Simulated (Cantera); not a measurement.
## Catalytic stagnation flow on Pt

A jet of H2 : O2 : N2 = 0.013 : 0.21 : 0.79 (molar parts), equivalence ratio 0.031 at 300 K and 35000 Pa hits a platinum plate 2.4 cm away at a mass flux of 0.025 kg/m²/s; the plate temperature is set and raised in steps from an oxygen-covered start.

Model: Deutschmann's 1995 Pt surface mechanism with GRI-Mech 3.0 gas chemistry, integrated in Cantera. Catalytic surfaces can have several steady states; this one follows from the mechanism file's or the stated starting coverage.

| plate T (K) | wall x H2 | wall x O2 | wall x H2O | wall x OH | θ free Pt | θ O* | θ OH* |
|---|---|---|---|---|---|---|---|
| 600 | 0.00138 | 0.195 | 0.0218 | <1e-8 | 0.0117 | 0.984 | 0.00408 |
| 650 | 0.00135 | 0.195 | 0.0217 | <1e-8 | 0.0126 | 0.985 | 0.00278 |
| 700 | 0.00116 | 0.195 | 0.0219 | <1e-8 | 0.0156 | 0.982 | 0.00215 |
| 750 | 0.000786 | 0.195 | 0.0225 | <1e-8 | 0.0250 | 0.973 | 0.00197 |
| 800 | 0.000472 | 0.195 | 0.0230 | <1e-8 | 0.0445 | 0.953 | 0.00198 |
| 850 | 0.000291 | 0.195 | 0.0232 | <1e-8 | 0.0752 | 0.923 | 0.00198 |
| 900 | 0.000199 | 0.194 | 0.0233 | 2.29e-8 | 0.116 | 0.882 | 0.00192 |
| 950 | 0.000146 | 0.194 | 0.0233 | 6.15e-8 | 0.164 | 0.834 | 0.00181 |
x: mole fraction at the wall; θ: surface coverage.
